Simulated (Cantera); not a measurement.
**Low-pressure radical oxidation in H2/O2**

An isothermal, constant-pressure homogeneous reactor starts with H2 : O2 : N2 = 0.023 : 1 : 0.0042 (molar parts), equivalence ratio 0.011, at 1425 K and 2670 Pa.

Computed with Cantera and GRI-Mech 3.0 (53 species, 325 reactions). Radical loss at walls, strong at low pressure, is not modelled.

```csv
t (s),x H2,x O2,x H,x H2O2,x H2O,x OH,x O
0.000600,0.0219,0.973,5.06e-5,3.60e-9,0.000319,0.000227,0.000269
0.00149,0.000332,0.953,0.00139,4.88e-8,0.0197,0.00338,0.0179
0.00369,0.000179,0.954,0.00118,4.03e-8,0.0202,0.00294,0.0177
0.00915,0.000163,0.956,0.00102,3.93e-8,0.0204,0.00281,0.0160
0.0227,0.000130,0.959,0.000716,3.66e-8,0.0207,0.00252,0.0126
0.0563,8.06e-5,0.965,0.000341,3.08e-8,0.0213,0.00199,0.00763
0.140,3.37e-5,0.969,9.01e-5,2.12e-8,0.0219,0.00129,0.00313
0.346,9.60e-6,0.972,1.35e-5,1.11e-8,0.0223,0.000689,0.000877
0.859,2.24e-6,0.973,1.51e-6,4.50e-9,0.0225,0.000333,0.000203
2.13,5.33e-7,0.973,1.75e-7,1.62e-9,0.0226,0.000163,4.82e-5
5.29,1.62e-7,0.973,2.93e-8,6.77e-10,0.0226,8.98e-5,1.47e-5
13.1,9.62e-8,0.973,1.35e-8,4.88e-10,0.0226,6.93e-5,8.72e-6
32.5,9.30e-8,0.973,1.28e-8,4.79e-10,0.0226,6.81e-5,8.44e-6
80.6,9.30e-8,0.973,1.28e-8,4.79e-10,0.0226,6.81e-5,8.44e-6
200,9.30e-8,0.973,1.28e-8,4.79e-10,0.0226,6.81e-5,8.44e-6
```
x: mole fraction; the columns are a selection and need not sum to one.

Equilibrium at this temperature and pressure: H2 9.30e-8, O2 0.973, H 1.28e-8, H2O2 4.79e-10, H2O 0.0226, OH 6.81e-5, O 8.44e-6 (gas phase only).
